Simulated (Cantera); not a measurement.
Charge: 1 mol MgO, 3.5 mol C, 0.62 mol H2, 1.7 mol CH4, held at 1402 °C and 0.100 bar.

Cantera equilibrium calculation (NASA polynomials, part measured and part estimated; ideal gas, pure solids and liquids). Candidate condensed phases: C, C6H6, C7H8, C8H18, H2O, Mg, MgCO3, MgO, Mg(OH)2; 116 gas species. The tables' values for MgH are old estimates; treat these amounts as uncertain. Equilibrium is a limit: real reactors are often held back by kinetics, nucleation or transport.

Q: What is the equilibrium state?

A: 
```
Property                             Result
--------------------------------  ---------
x(H2)                                 0.796
x(CO)                                 0.102
x(Mg)                                 0.101
x(MgH)                             0.000350
x(H)                               0.000328
x(CH4)                              7.64e-5
x(C2H2 (acetylene))                 4.62e-5
x(H2O)                              4.50e-6
n(C(graphite))                     4.69 mol
n(MgO(s))                         0.487 mol
gas amount                        5.045 mol
log10 activity of Mg(l) (absent)      -2.89
```
